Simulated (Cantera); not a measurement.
An isothermal, constant-pressure homogeneous reactor starts with H₂ : O₂ = 0.024 : 1 (molar parts), equivalence ratio 0.012, at 1323 K and 7.20 Torr. Integrator tolerance rtol = 1e-08.

Detailed kinetics in Cantera: the H2/O2 subset of GRI-Mech 3.0, which has no nitrogen chemistry. Radical loss at walls, strong at low pressure, is not modelled.

**Question.** What does this change do: pressure from 7.20 Torr to 1.05 Torr?

**Answer.** 
```tsv
quantity	before	after
x(H₂) at 5.00 s	1.72e-6 (gas-phase equilibrium 3.19e-8)	0.000145 (gas-phase equilibrium 8.36e-8)
x(O₂) at 5.00 s	0.976 (gas-phase equilibrium 0.976)	0.962 (gas-phase equilibrium 0.976)
x(H₂O) at 5.00 s	0.0236 (gas-phase equilibrium 0.0237)	0.0219 (gas-phase equilibrium 0.0237)
x(H₂O₂) at 5.00 s	2.95e-9 (gas-phase equilibrium 1.50e-10)	3.31e-9 (gas-phase equilibrium 5.71e-11)
x(H) at 5.00 s	1.15e-6 (gas-phase equilibrium 2.91e-9)	0.000957 (gas-phase equilibrium 1.23e-8)
```
